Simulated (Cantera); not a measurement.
# Low-pressure radical oxidation in H2/O2

An isothermal, constant-pressure homogeneous reactor starts with H2 : O2 : N2 = 0.019 : 1 : 1.3 (molar parts), at 1173 K and 0.975 Torr.

Computed with Cantera and the H2/O2 subset of GRI-Mech 3.0, which has no nitrogen chemistry. Radical loss at walls, strong at low pressure, is not modelled.

```tsv
t (s)	x H2	x O2	x H2O2	x H	x O	x OH	x H2O
6.00e-6	0.00819	0.431	<1e-12	1.12e-12	<1e-12	<1e-12	<1e-12
1.51e-5	0.00819	0.431	<1e-12	2.82e-12	<1e-12	<1e-12	<1e-12
3.82e-5	0.00819	0.431	<1e-12	7.04e-12	<1e-12	<1e-12	<1e-12
9.62e-5	0.00819	0.431	<1e-12	1.73e-11	<1e-12	<1e-12	<1e-12
0.000243	0.00819	0.431	<1e-12	4.10e-11	4.56e-12	4.52e-12	<1e-12
0.000612	0.00819	0.431	<1e-12	8.99e-11	2.62e-11	2.55e-11	1.28e-12
0.00154	0.00819	0.431	<1e-12	1.72e-10	1.34e-10	1.25e-10	1.67e-11
0.00389	0.00819	0.431	<1e-12	3.15e-10	6.00e-10	5.14e-10	1.86e-10
0.00981	0.00819	0.431	<1e-12	8.27e-10	2.92e-9	2.17e-9	1.91e-9
0.0247	0.00819	0.431	2.81e-12	6.27e-9	2.91e-8	1.96e-8	3.08e-8
0.0624	0.00819	0.431	1.74e-11	7.95e-7	3.84e-6	2.54e-6	4.62e-6
0.157	0.000563	0.425	4.51e-9	0.00104	0.00553	0.00103	0.00660
0.397	6.12e-5	0.424	1.43e-9	0.000677	0.00669	0.000577	0.00751
1.00	5.94e-5	0.424	1.43e-9	0.000647	0.00649	0.000569	0.00753
```
x: mole fraction; the columns are a selection and need not sum to one.

Equilibrium at this temperature and pressure: H2 2.51e-9, O2 0.429, H2O2 3.63e-12, H 1.65e-10, O 2.55e-7, OH 3.73e-6, H2O 0.00823 (gas phase only).
